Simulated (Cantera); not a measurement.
Feed: 1 mol CH₃Cl, a varied amount of Si, held at 1977 °C and 133 Pa.

Method: chemical equilibrium by Gibbs-energy minimisation in Cantera with the NASA 1993 tables (ideal gas, pure condensed phases). Candidate condensed phases: C, C₆H₆, C₇H₈, C₈H₁₈, Si, SiC; 109 gas species. Gases not in the tables: Si₂H₆ and higher silanes. The numbers say what is thermodynamically allowed, not how fast it happens.

### Question
Which condensed phases are stable at each of these points (n(Si) (mol)): 0.043, 0.051, 0.06, 0.071, 0.084, 0.099, 0.12, 0.14, 0.16, 0.19, 0.23, 0.27, 0.32?

### Answer
| n(Si) (mol) | condensed phases | Si condensed (%) |
|---|---|---|
| 0.043 | C(graphite) | 0.0 |
| 0.051 | C(graphite) | 0.0 |
| 0.06 | C(graphite) | 0.0 |
| 0.071 | C(graphite) | 0.0 |
| 0.084 | C(graphite) | 0.0 |
| 0.099 | C(graphite) | 0.0 |
| 0.12 | C(graphite) | 0.0 |
| 0.14 | C(graphite) | 0.0 |
| 0.16 | C(graphite) | 0.0 |
| 0.19 | C(graphite) | 0.0 |
| 0.23 | C(graphite) | 0.0 |
| 0.27 | C(graphite) | 0.0 |
| 0.32 | C(graphite) + SiC(s) | 11.6 |

From 0.043 mol Si to 0.27 mol Si the condensed part is C(graphite). At 0.32 mol Si the condensed part is C(graphite) + SiC(s).
